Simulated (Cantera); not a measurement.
Feed: 1 mol Si, 0.13 mol N2O, 590 mol H2, equilibrated at 100000 Pa.

Cantera equilibrium calculation (NASA polynomials, part measured and part estimated; ideal gas, pure solids and liquids). Candidate condensed phases: H2O, Si, SiO2, Si2N2O, Si3N4; 35 gas species. Mutual solubility and eutectic melting of coexisting phases are not modelled. Gases not in the tables: Si2H6 and higher silanes. Rates play no part.

Problem. What share of the Si ends up in condensed phases as a function of T (K), at 1250, 1400, 1550, 1700, 1850, 2000, 2150?

Solution. 
```csv
T (K),Si condensed (%),as
1250,100.0,Si(s) + Si2N2O(s)
1400,99.9,Si(s) + Si2N2O(s)
1550,98.7,Si(s) + Si2N2O(s)
1700,86.0,Si(l)
1850,83.7,Si(l)
2000,76.2,Si(l)
2150,52.7,Si(l)
```
